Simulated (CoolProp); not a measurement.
The fluid at 400.51 K and 0.245 MPa is throttled through a valve to 0.147 MPa with no heat exchange. The same conditions are run with several fluids, on thermodynamics alone (safety and materials aside).

The numbers come from the reference Helmholtz-energy equation of state of each fluid (n-perfluorohexane: Gao 2022; R143a: Lemmon and Jacobsen 2000; fluoroethane (R161): Wu 2012; R245fa: Akasaka 2015; n-perfluoropentane: Gao 2022) in CoolProp.

| fluid | temperature change (K) | final density (kg/m³) |
|---|---|---|
| n-perfluorohexane | -1.2 | 15.7 |
| R143a | -0.7 | 3.75 |
| fluoroethane (R161) | -0.8 | 2.14 |
| R245fa | -1.0 | 6.04 |
| n-perfluoropentane | -0.9 | 13.1 |
